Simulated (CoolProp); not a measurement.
Saturated liquid density (kg/m³) of R123: the reference equation beside estimates from Tc = 456.8 K, pc = 3.662 MPa, ω = 0.282. Rackett uses Z = 0.29056 − 0.08775 ω.

Values from CoolProp's reference Helmholtz-energy equation of state, Younglove 1994. It is a modified Benedict-Webb-Rubin equation, recast in Helmholtz form.

```csv
T (K),reference,Rackett,van der Waals,Redlich-Kwong,Soave-Redlich-Kwong,Peng-Robinson
287.4,1491,1505,890.4,1306,1355,1531
298.5,1463,1476,874.3,1278,1329,1503
309.6,1434,1447,857.6,1248,1302,1473
320.8,1404,1416,839.9,1217,1273,1441
331.9,1374,1384,821.6,1184,1242,1407
343,1342,1352,802.3,1150,1208,1370
354.1,1308,1317,782.0,1114,1172,1330
365.2,1273,1281,760.4,1075,1134,1287
376.3,1236,1243,737.4,1033,1092,1239
387.4,1196,1202,712.6,988.6,1046,1187
398.5,1153,1158,685.7,940.1,995.0,1129
409.6,1105,1109,656.0,886.9,938.4,1063
420.7,1050,1054,622.5,827.4,874.1,988.4
431.9,984.0,987.8,583.0,757.8,797.7,898.8
```

Absolute difference from the reference over all 14 rows, mean and median: Rackett 0.6 and 0.7 %, van der Waals 40.4 and 40.3 %, Redlich-Kwong 16.1 and 15.2 %, Soave-Redlich-Kwong 11.9 and 10.7 %, Peng-Robinson 2.8 and 2.5 %.
